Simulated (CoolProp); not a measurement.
Oxygen along the isotherm -190.75 °C: density (kg/m³) from the reference equation and from simpler models built on Tc = -118.6 °C, pc = 5046 kPa, ω = 0.022; each cubic takes its own stable root.

Computed with CoolProp (reference Helmholtz-energy equation of state, Schmidt 1985).

| p (kPa) | phase | reference |
|---|---|---|
| 158 | liquid | 1179 |
| 315 | liquid | 1180 |
| 473 | liquid | 1180 |
| 631 | liquid | 1180 |
| 789 | liquid | 1180 |
| 946 | liquid | 1181 |
| 1100 | liquid | 1181 |
| 1260 | liquid | 1181 |
| 1420 | liquid | 1182 |
| 1580 | liquid | 1182 |
| 1730 | liquid | 1182 |
| 1890 | liquid | 1182 |
| 2050 | liquid | 1183 |
| 2210 | liquid | 1183 |
| 2370 | liquid | 1183 |
| 2520 | liquid | 1184 |

### Question
How far does each simpler model (van der Waals, Redlich-Kwong, Soave-Redlich-Kwong, Peng-Robinson) lie from the reference over these 16 states: mean and median of the absolute difference, and the worst?

### Answer
- van der Waals: mean 35.6 %, median 31.3 %, worst -99.3 % at -190.75 °C and 158 kPa
- Redlich-Kwong: mean 1.5 %, median 1.5 %, worst +1.5 % at -190.75 °C and 2520 kPa
- Soave-Redlich-Kwong: mean 0.2 %, median 0.2 %, worst +0.3 % at -190.75 °C and 2520 kPa
- Peng-Robinson: mean 12.9 %, median 12.9 %, worst +13.0 % at -190.75 °C and 1260 kPa

At some of these states van der Waals gives the other phase, because its saturation line lies elsewhere.
